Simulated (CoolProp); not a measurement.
Vapour-liquid equilibrium of dimethyl carbonate (1) + n-octane (2) at 48.1 kPa; x and y are mole fractions of (1).

Values from CoolProp's multi-fluid Helmholtz-energy mixture model, Zhou 2011 and Beckmüller 2019; pair parameters Bell 2016.

Problem. Give the bubble temperature and the first vapour's composition at x = 0.05, 0.45, 0.75. Is there an azeotrope?

Solution. x = 0.05: 363.3 K, y = 0.328; x = 0.45: 341.7 K, y = 0.769; x = 0.75: 340.3 K, y = 0.814. y crosses x between x = 0.75 and 0.85: the model has an azeotrope there.

Pair parameters are fitted to limited data, so mixtures are less certain than the pure fluids.
